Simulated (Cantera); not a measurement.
A perfectly stirred reactor is fed with 10.8 % CH₃OH, 10.1 % O₂, 79.0 % N₂, at 6.32 atm; it is adiabatic with a 600 K inlet, and is followed from long to short residence time, starting on the burning branch (τ in s: 0.074, 0.033, 0.015, 0.0067, 0.003, 0.0013, 0.0006, 0.00027, 0.00012, 5.4e-05).

Detailed kinetics in Cantera: GRI-Mech 3.0 (53 species, 325 reactions). GRI-Mech 3.0 was tuned for natural gas; its chemistry of methanol as a main component is partial and can be far from experiment.

x: mole fraction; the columns are a selection and need not sum to one.

```csv
τ (s),T (K),x CH₃OH,x O₂,x NO,x CH₄,x HO₂
0.074,1633,5.04e-6,0.000101,9.64e-7,4.19e-5,2.45e-7
0.033,1631,?,?,?,?,?
0.015,1629,?,?,?,?,?
0.0067,1625,2.92e-5,0.000575,1.98e-6,0.000177,1.82e-6
0.0030,1618,5.41e-5,0.00104,2.13e-6,0.000275,3.70e-6
0.0013,1604,0.000106,0.00196,2.05e-6,0.000416,8.17e-6
0.00060,1580,0.000212,0.00363,1.57e-6,0.000578,1.92e-5
0.00027,600,0.108,0.101,<1e-12,<1e-12,<1e-12
0.00012,600,0.108,0.101,<1e-12,<1e-12,<1e-12
5.4e-5,600,0.108,0.101,<1e-12,<1e-12,<1e-12
```

Task: What belongs in the gaps?

Result: 
- 0.033, x CH₃OH: 8.89e-6
- 0.033, x O₂: 0.000178
- 0.033, x NO: 1.35e-6
- 0.033, x CH₄: 6.75e-5
- 0.033, x HO₂: 4.73e-7
- 0.015, x CH₃OH: 1.59e-5
- 0.015, x O₂: 0.000316
- 0.015, x NO: 1.70e-6
- 0.015, x CH₄: 0.000110
- 0.015, x HO₂: 9.12e-7
